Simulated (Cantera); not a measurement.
What does this Cantera script print?

```python
import numpy as np
import cantera as ct

gas_names = [...]  # 130 gases of nasa_gas.yaml made of C, H, Mg, O, S
cond_names = """
    C(gr) C6H6(L) C7H8(L) C8H18(L),n-octa H2O(s) H2O(L) H2SO4(L) Mg(cr) Mg(L) MgCO3(s) MgO(s) MgO(L)
    MgO2H2(s) MgS(s) MgSO4(s) MgSO4(L) S(cr1) S(cr2) S(L)
""".split()


# ... load() reads the species with a 1 bar reference pressure and builds the phases ...
atoms = {
    'MgSO4': {'Mg': 1, 'S': 1, 'O': 4},
    'CO2': {'C': 1, 'O': 2},
    'H2': {'H': 2},
}
top_T = {'C(gr)': 4500, 'MgS(s)': 2250}  # K; cautious upper limits of use, not melting points


# ... equilibrate(T, P, feed) seeds the gas with the atoms and calls Mixture.equilibrate('TP', solver="vcs", rtol=1e-11, max_steps=5000) ...
results = []
feed = {'MgSO4': 1, 'CO2': 6.3, 'H2': 3.9}  # mol
P = 350000  # Pa
for T in [725, 825, 925, 1025, 1125, 1225, 1325, 1425, 1525, 1625, 1725]:
    mix = equilibrate(T, P, feed)
    results.append((T, P, feed, dict(zip(mix.species_names, mix.species_moles))))

top = {s: max(r[3][s] / sum(r[3][g] for g in gas_names) for r in results) for s in gas_names}
cols = sorted((s for s in top if top[s] > 0.001), key=lambda s: -top[s])[:9]
seen = [c for c in cond_names if any(r[3].get(c, 0) > 1e-12 for r in results)]
print("log10 of partial pressures in bar; condensed amounts in mol")
print(f"{'T/K':>10s}" + "".join(f"{s[:9]:>10s}" for s in cols + seen))
for T, P, feed, n in results:
    ng = sum(n[g] for g in gas_names)
    print(f"{T:10.4g}" + "".join(f"{np.log10(max(n[s] / ng * P / 1e5, 1e-99)):10.3f}" for s in cols)
          + "".join(f"{n.get(c, 0):10.4g}" for c in seen))
```

It prints:

```
log10 of partial pressures in bar; condensed amounts in mol
       T/K       CO2       H2O        CO       H2S       SO2        H2        S2       COS        SO    MgO(s)
       725     0.332     0.006    -3.845    -0.498    -2.157    -3.294    -2.210    -2.515    -8.222         1
       825     0.331     0.009    -2.863    -0.509    -2.233    -2.633    -2.003    -2.227    -7.146         1
       925     0.329     0.012    -2.124    -0.531    -2.224    -2.135    -1.818    -2.018    -6.263         1
      1025     0.323     0.017    -1.594    -0.572    -2.071    -1.786    -1.608    -1.880    -5.463         1
      1125     0.312     0.025    -1.215    -0.640    -1.832    -1.544    -1.413    -1.811    -4.744         1
      1225     0.297     0.034    -0.941    -0.737    -1.573    -1.370    -1.270    -1.804    -4.119         1
      1325     0.277     0.041    -0.736    -0.860    -1.333    -1.243    -1.189    -1.844    -3.587         1
      1425     0.254     0.045    -0.579    -1.000    -1.126    -1.144    -1.165    -1.919    -3.143         1
      1525     0.228     0.047    -0.455    -1.154    -0.959    -1.067    -1.192    -2.019    -2.774         1
      1625     0.200     0.045    -0.358    -1.320    -0.827    -1.005    -1.264    -2.142    -2.470         1
      1725     0.172     0.043    -0.281    -1.500    -0.726    -0.957    -1.383    -2.286    -2.224         1
```

Cantera equilibrium calculation (NASA polynomials, part measured and part estimated; ideal gas, pure solids and liquids). Gases not in the tables: S3 to S7.
